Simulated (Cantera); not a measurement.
Feed: 1 mol Ti(OiPr)4, 280 mol H2, at 1898.15 K and 0.000200 bar.

Equilibrium computed with Cantera from the NASA thermochemical tables; the gas is ideal and each condensed phase is pure. Candidate condensed phases: C, C6H6, C7H8, C8H18, H2O, Ti, TiC, TiO, TiO2, Ti2O3, Ti3O5, Ti4O7; 113 gas species. The feed counts by its element totals alone. TiC: taken at fixed stoichiometry. The numbers say what is thermodynamically allowed, not how fast it happens.

Base state: H2 0.933, H 0.0535, CO 0.0131, C2H2 (acetylene) 0.000351 (mole fractions); condensed: C(graphite) + TiC(s).

Problem. What changes in the equilibrium state with this change: temperature from 1898.15 K to 1098 K?

Solution. 
```json
[
 {"species": "H2", "before": "0.933", "after": "0.987"},
 {"species": "CO", "before": "0.0131", "after": "0.0134"},
 {"species": "H", "before": "0.0535", "after": "1.74e-6"},
 {"species": "C2H2 (acetylene)", "before": "0.000351", "after": "1.26e-8"},
 {"species": "C(graphite), mol", "before": "6.78", "after": "7.00"},
 {"species": "TiC(s), mol", "before": "1.000", "after": "1.00"}
]
```

Problem. What changes in the equilibrium state with this change: pressure from 0.000200 bar to 0.690 bar?

Solution. 
```json
[
 {"species": "H2", "before": "0.933", "after": "0.985"},
 {"species": "CO", "before": "0.0131", "after": "0.0134"},
 {"species": "H", "before": "0.0535", "after": "0.000935"},
 {"species": "CH4", "before": "9.84e-8", "after": "0.000378"},
 {"species": "C2H2 (acetylene)", "before": "0.000351", "after": "0.000371"},
 {"species": "C(graphite), mol", "before": "6.78", "after": "6.66"},
 {"species": "TiC(s), mol", "before": "1.000", "after": "1.00"}
]
```
